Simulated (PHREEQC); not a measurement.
A solution holds 0.0054 mol/kgw CuCl2, 0.00062 mol/kgw H2SO4 and 0.085 mol/kgw Na2SO4, at 75 °C. Closed to the air; pH follows from the charge balance.

Model: ion-association model, wateq4f.dat, run in PHREEQC.

No solid was allowed to form.

Task: Estimate the pH.

Result: pH 3.88.

Task: In which forms is Na present?

Result: Na+ 90 %, NaSO4- 9.6 % of the Na.

At this temperature some constants are extrapolated from 25 °C, and those without enthalpy data are left unchanged.
